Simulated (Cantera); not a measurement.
# Equilibrium for fluorocarbon and chlorocarbon gases: c-C4F8 + H2

Feed: 1 mol c-C4F8, 0.32 mol H2, equilibrated at 3400 K and 13.3 mbar.

These are equilibrium values from Cantera (NASA tables, ideal gas, pure condensed phases), not measurements of a reactor. Candidate condensed phases: C, C6H6, C7H8, C8H18; 95 gas species. The feed counts by its element totals alone. Rates play no part.

```yaml
x(F): 0.705
x(C3): 0.0824
x(CF): 0.0735
x(HF): 0.0524
x(C): 0.0475
x(C2): 0.0207
x(H): 0.0143
x(CF2): 0.00305
x(C5): 0.000837
gas_amount: 9.560 mol
log10 activity of C(graphite) (absent): -0.36
```
